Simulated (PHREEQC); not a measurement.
Consider water at 25 °C with 0.01 mol/kgw KHCO3, 0.0013 mol/kgw Na2B4O7 and 0.019 mol/kgw KCl. Closed to the air; pH follows from the charge balance.

All values are PHREEQC results (ion-association model, phreeqc.dat), not measurements.

No solid was allowed to form.

Problem. Estimate the pH, ionic strength.

Solution. pH 8.95; ionic strength 0.0322 mol/kgw.

Problem. In which forms is B present?

Solution. H3BO3 62 %, H2BO3- 38 % of the B.

Complexes and solids missing from the database can't appear.
